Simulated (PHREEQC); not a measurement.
4 g of hydrous ferric oxide (600 m²/g; 0.2 weak and 0.005 strong sites per Fe, Dzombak-Morel constants, diffuse double layer) in 1 kg of water with 0.05 mol/kgw of an inert sodium salt and 0.08 mmol/kgw MnCl2, at 25 °C; the pH is set by adding NaOH or the inert anion's acid. No oxygen is let in. No CO2 enters from the air. No solid was allowed to form.

The series has 17 steps of pH, from 3 to 11.

All values are PHREEQC results (ion-association model, wateq4f.dat), not measurements.

### Question
Near which pH is half of the Mn sorbed, and on which side is more sorbed?

### Answer
Near pH 6.2, with more sorbed at higher pH.

The oxide is taken as insoluble; below pH 4 it would dissolve.
